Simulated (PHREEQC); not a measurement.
Make-up at 83 °C: 0.001 mol CuCl2, 0.00036 mol H2SO4 and 0.036 mol H3BO3 per kg of water. Closed to the air; pH follows from the charge balance.

The numbers come from PHREEQC with the ion-association model, wateq4f.dat.

| quantity | before | after |
|---|---|---|
| pH | 3.21 | 4.16 |
| ionic strength (mol/kgw) | 0.00373 | 0.00300 |
| Cu+2 (mol/kgw) | 0.000922 | 0.000952 |
| SO4-2 (mol/kgw) | 0.000264 | 3.04e-5 |
| HSO4- (mol/kgw) | 5.70e-5 | 7.49e-7 |
| CuSO4 (mol/kgw) | 3.88e-5 | 4.87e-6 |
| SI of Tenorite (CuO) | -2.55 | -0.62 |
| SI of Cu(OH)2 (Cu(OH)2) | -3.56 | -1.64 |

Task: What was changed between the two runs?
(A) temperature from 83 to 40 °C
(B) diluted 10-fold with water
(C) H2SO4 from 0.00036 to 0.00018 mol/kgw
(D) H2SO4 from 0.00036 to 3.6e-05 mol/kgw
(E) CuCl2 replaced by CuSO4 at the same molality

Result: D, H2SO4 from 0.00036 to 3.6e-05 mol/kgw

Precipitation was switched off in this run. Constants without temperature data keep their 25 °C values here.
